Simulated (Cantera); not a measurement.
## CH3SiH3 + C2H2 + H2 (silicon carbide growth)

A closed system holds: 1 mol CH3SiH3, 0.44 mol C2H2, 1.2 mol H2, at 68.0 mbar.

Equilibrium computed with Cantera from the NASA thermochemical tables; the gas is ideal and each condensed phase is pure. Candidate condensed phases: C, C6H6, C7H8, C8H18, Si, SiC; 87 gas species. The feed counts by its element totals alone. Gases not in the tables: Si2H6 and higher silanes. The numbers say what is thermodynamically allowed, not how fast it happens.

```csv
T (°C),log p H2,log p H,log p Si,log p SiC2,log p C2H2 (acetylene),log p Si2C,n C(graphite),n SiC(s)
1600,-1.17,-3.77,-6.53,-8.19,-4.67,-8.35,0.877,1.000
1675,-1.17,-3.53,-5.98,-7.47,-4.44,-7.64,0.875,1.000
1750,-1.17,-3.31,-5.47,-6.81,-4.22,-6.99,0.872,1.000
1825,-1.17,-3.10,-5.00,-6.19,-4.02,-6.39,0.868,0.999
1900,-1.18,-2.90,-4.55,-5.62,-3.83,-5.83,0.862,0.997
1975,-1.18,-2.72,-4.14,-5.08,-3.66,-5.30,0.855,0.993
2050,-1.19,-2.56,-3.76,-4.58,-3.50,-4.82,0.849,0.982
2125,-1.20,-2.40,-3.40,-4.12,-3.36,-4.36,0.847,0.957
2200,-1.22,-2.26,-3.06,-3.68,-3.23,-3.94,0.856,0.899
2275,-1.24,-2.13,-2.74,-3.27,-3.12,-3.54,0.893,0.768
2350,-1.29,-2.02,-2.44,-2.88,-3.04,-3.16,0.990,0.469
```
log p: log10 of the partial pressure in bar; n: condensed amount in mol.

From 1600 °C to 2350 °C the condensed part is C(graphite) + SiC(s). The main Si-bearing gas is Si throughout.
